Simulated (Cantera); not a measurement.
A closed system holds: 1 mol Si₃N₄, 16 mol Cl₂, a varied amount of H₂, 1.1 mol NF₃, equilibrated at 1127 °C and 100 Torr.

Equilibrium computed with Cantera from the NASA thermochemical tables; the gas is ideal and each condensed phase is pure. Candidate condensed phases: NH₄Cl, Si, Si₃N₄; 49 gas species. The tables' values for SiCl₃, SiF₃, SiF₂ are old estimates; treat these amounts as uncertain. The numbers say what is thermodynamically allowed, not how fast it happens.

x: gas mole fraction; n: condensed amount in mol.

```json
[
 {"n(H₂) (mol)": "8.1", "x H₂": "6.28e-8", "x HCl": "0.628", "x Cl₂": "0.125", "x N₂": "0.0994", "x SiCl₄": "0.0857", "x SiF₄": "0.0312", "x Cl": "0.0275", "n Si₃N₄(s)": "0"},
 {"n(H₂) (mol)": "19", "x H₂": "0.196", "x HCl": "0.647", "x Cl₂": "4.23e-8", "x N₂": "0.0701", "x SiCl₄": "0.0530", "x SiF₄": "0.0212", "x Cl": "1.60e-5", "n Si₃N₄(s)": "0"},
 {"n(H₂) (mol)": "30", "x H₂": "0.377", "x HCl": "0.503", "x Cl₂": "1.33e-8", "x N₂": "0.0537", "x SiCl₄": "0.0351", "x SiF₄": "0.0157", "x Cl": "8.99e-6", "n Si₃N₄(s)": "0"},
 {"n(H₂) (mol)": "41", "x H₂": "(withheld)", "x HCl": "(withheld)", "x Cl₂": "(withheld)", "x N₂": "(withheld)", "x SiCl₄": "(withheld)", "x SiF₄": "(withheld)", "x Cl": "(withheld)", "n Si₃N₄(s)": "0"},
 {"n(H₂) (mol)": "52", "x H₂": "(withheld)", "x HCl": "(withheld)", "x Cl₂": "(withheld)", "x N₂": "(withheld)", "x SiCl₄": "(withheld)", "x SiF₄": "(withheld)", "x Cl": "(withheld)", "n Si₃N₄(s)": "0"},
 {"n(H₂) (mol)": "62", "x H₂": "0.616", "x HCl": "0.316", "x Cl₂": "3.21e-9", "x N₂": "0.0308", "x SiCl₄": "0.0135", "x SiF₄": "0.00881", "x Cl": "4.41e-6", "n Si₃N₄(s)": "0.0440"},
 {"n(H₂) (mol)": "73", "x H₂": "0.656", "x HCl": "0.288", "x Cl₂": "2.51e-9", "x N₂": "0.0252", "x SiCl₄": "0.00946", "x SiF₄": "0.00763", "x Cl": "3.90e-6", "n Si₃N₄(s)": "0.130"},
 {"n(H₂) (mol)": "84", "x H₂": "0.689", "x HCl": "0.264", "x Cl₂": "2.01e-9", "x N₂": "0.0211", "x SiCl₄": "0.00683", "x SiF₄": "0.00671", "x Cl": "3.49e-6", "n Si₃N₄(s)": "0.196"}
]
```

Question: Fill in the missing entries.

Answer: 
- 52, x H₂: 0.566
- 52, x HCl: 0.352
- 52, x Cl₂: 4.34e-9
- 52, x N₂: 0.0365
- 52, x SiCl₄: 0.0182
- 52, x SiF₄: 0.0102
- 52, x Cl: 5.13e-6
- 41, x H₂: 0.489
- 41, x HCl: 0.413
- 41, x Cl₂: 6.94e-9
- 41, x N₂: 0.0435
- 41, x SiCl₄: 0.0248
- 41, x SiF₄: 0.0125
- 41, x Cl: 6.48e-6
